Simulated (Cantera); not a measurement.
Cantera run:

```python
import numpy as np
import cantera as ct

gas_names = [...]  # 77 gases of nasa_gas.yaml made of C, H, Ti
cond_names = """
    C(gr) C6H6(L) C7H8(L) C8H18(L),n-octa Ti(a) Ti(b) Ti(L) TiC(s) TiC(L)
""".split()


# ... load() reads the species with a 1 bar reference pressure and builds the phases ...
atoms = {
    'TiC': {'Ti': 1, 'C': 1},
    'C': {'C': 1},
    'H2': {'H': 2},
}
top_T = {'C(gr)': 4500}  # K; cautious upper limits of use, not melting points


# ... equilibrate(T, P, feed) seeds the gas with the atoms and calls Mixture.equilibrate('TP', solver="vcs", rtol=1e-11, max_steps=5000) ...
results = []
feed = {'TiC': 1, 'C': 0.34, 'H2': 2.5}  # mol
P = 100000  # Pa
for T in [2000, 2050, 2100, 2150, 2200, 2250, 2300, 2350, 2400, 2450, 2500, 2550, 2600, 2650]:
    mix = equilibrate(T, P, feed)
    results.append((T, P, feed, dict(zip(mix.species_names, mix.species_moles))))

top = {s: max(r[3][s] / sum(r[3][g] for g in gas_names) for r in results) for s in gas_names}
cols = sorted((s for s in top if top[s] > 0.001), key=lambda s: -top[s])[:7]
seen = [c for c in cond_names if any(r[3].get(c, 0) > 1e-12 for r in results)]
print("log10 of partial pressures in bar; condensed amounts in mol")
print(f"{'T/K':>10s}" + "".join(f"{s[:9]:>10s}" for s in cols + seen))
for T, P, feed, n in results:
    ng = sum(n[g] for g in gas_names)
    print(f"{T:10.4g}" + "".join(f"{np.log10(max(n[s] / ng * P / 1e5, 1e-99)):10.3f}" for s in cols)
          + "".join(f"{n.get(c, 0):10.4g}" for c in seen))
```

It prints:

```
log10 of partial pressures in bar; condensed amounts in mol
       T/K        H2         H C2H2,acet     C(gr)    TiC(s)
      2000    -0.001    -2.789    -3.116     0.335         1
      2050    -0.002    -2.645    -2.976    0.3337         1
      2100    -0.002    -2.508    -2.842    0.3319         1
      2150    -0.003    -2.376    -2.716    0.3295         1
      2200    -0.004    -2.251    -2.595    0.3265         1
      2250    -0.005    -2.132    -2.480    0.3226         1
      2300    -0.006    -2.017    -2.371    0.3178         1
      2350    -0.008    -1.908    -2.266     0.312         1
      2400    -0.010    -1.803    -2.167    0.3048         1
      2450    -0.013    -1.703    -2.072    0.2962         1
      2500    -0.016    -1.607    -1.982     0.286         1
      2550    -0.019    -1.516    -1.896    0.2739         1
      2600    -0.024    -1.428    -1.814    0.2597         1
      2650    -0.029    -1.344    -1.736    0.2433         1
```

These are equilibrium values from Cantera (NASA tables, ideal gas, pure condensed phases), not measurements of a reactor. TiC: taken at fixed stoichiometry.
